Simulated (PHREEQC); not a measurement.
## Acid mine or pickling water (model solution)

Synthetic water in mmol/kgw, 25 °C, pH 1.89, pe 10.8: Na 3.19; K 2.67; Ca 6.3; Mg 1.46; Cl 3.4; S(6) 20.1; Li 0.186; F 0.00632; Mn(2) 0.0682; Cu(2) 0.0548.

Valence states are taken as typed.

All values are PHREEQC results (ion-association model, phreeqc.dat), not measurements.

```yaml
ionic_strength: 0.0471 mol/kgw
specific_conductance: 7180 µS/cm
total_alkalinity: -22.5 meq/kg
charge_balance_error: 1.1 %
```

```
species  molality  activity   log γ
-------  --------  --------  ------
H+         0.0150    0.0129  -0.067
SO4-2      0.0102   0.00478  -0.328
HSO4-     0.00726   0.00599  -0.084
Ca+2      0.00436   0.00209  -0.319
Cl-       0.00340   0.00278  -0.087
Na+       0.00312   0.00258  -0.082
K+        0.00259   0.00211  -0.088
CaSO4     0.00176   0.00178   0.005
Mg+2     0.000945  0.000464  -0.309
MgSO4    0.000515  0.000520   0.005
CaHSO4+  0.000183  0.000151  -0.084
Li+      0.000182  0.000152  -0.078
KSO4-     8.52e-5   7.09e-5  -0.080
NaSO4-    7.43e-5   6.18e-5  -0.080
```

This is a speciation only: nothing precipitates in the calculation.
